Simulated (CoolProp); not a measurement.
The numbers come from the reference Helmholtz-energy equation of state, Thol 2019 in CoolProp.

### Question
For n-pentane, give the phase and the density (kg/m³), cv (kJ/(kg K)), isothermal compressibility (1/MPa), expansivity (1/kK) at 0.35 °C and 1.38 MPa.

### Answer
- 0.35 °C and 1.38 MPa: liquid; density 647, cv 1.65, isothermal compressibility 0.00160, expansivity 1.46
